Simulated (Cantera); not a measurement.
Mixture: 28.3 % H₂, 15.1 % O₂, 56.6 % N₂, at 10.0 bar, adiabatic and at constant volume. Ignition delay is the time to a rise of 400 K.

Detailed kinetics in Cantera: the H2/O2 subset of GRI-Mech 3.0, which has no nitrogen chemistry. The hydrogen kinetics of GRI-Mech 3.0 are dated; newer H2 mechanisms differ, most at raised pressure. Where the delays flatten at high temperature, the 400 K rule measures the pace of heat release, not the induction time.

Predict: delay at 1250 K; delay at 1400 K; delay at 1550 K; delay at 1700 K; delay at 1850 K.


```json
{
  "delay at 1250 K": "11.1 µs",
  "delay at 1400 K": "2.23 µs",
  "delay at 1550 K": "1.17 µs",
  "delay at 1700 K": "0.764 µs",
  "delay at 1850 K": "0.566 µs"
}
```
